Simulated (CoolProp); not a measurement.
Model: reference Helmholtz-energy equation of state, Thol 2017, in CoolProp.

Task: For octamethyltrisiloxane (MDM), give the phase and the cv (kJ/(kg K)), speed of sound (m/s) at 301.85 °C and 0.653 bar; 301.85 °C and 6.53 bar.

Result: 
- 301.85 °C and 0.653 bar: gas; cv 2.06, speed of sound 141
- 301.85 °C and 6.53 bar: gas; cv 2.08, speed of sound 120
